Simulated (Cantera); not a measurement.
A closed system holds: 1 mol FeS₂, 0.94 mol H₂, 0.039 mol H₂O, equilibrated at 1.70 mbar.

Equilibrium computed with Cantera from the NASA thermochemical tables; the gas is ideal and each condensed phase is pure. Candidate condensed phases: Fe, FeO, Fe(OH)₂, Fe(OH)₃, FeS, FeSO₄, FeS₂, Fe₂O₃, Fe₂(SO₄)₃, Fe₃O₄, H₂O, H₂SO₄, S; 22 gas species. FeS: taken at fixed stoichiometry. Gases not in the tables: S₃ to S₇. Rates play no part.

### Question
Which condensed phases are stable at each of these points (T (K)): 1100, 1175, 1250, 1325, 1400, 1475, 1550, 1625, 1700?

### Answer
| T (K) | condensed phases | Fe condensed (%) |
|---|---|---|
| 1100 | FeS(s) | 100.0 |
| 1175 | FeS(s) | 100.0 |
| 1250 | FeS(s) | 100.0 |
| 1325 | FeS(s) | 100.0 |
| 1400 | FeS(s) | 100.0 |
| 1475 | FeS(l) | 100.0 |
| 1550 | FeS(l) | 100.0 |
| 1625 | FeS(l) | 99.9 |
| 1700 | FeS(l) | 99.7 |

From 1100 K to 1400 K the condensed part is FeS(s). From 1475 K to 1700 K the condensed part is FeS(l).
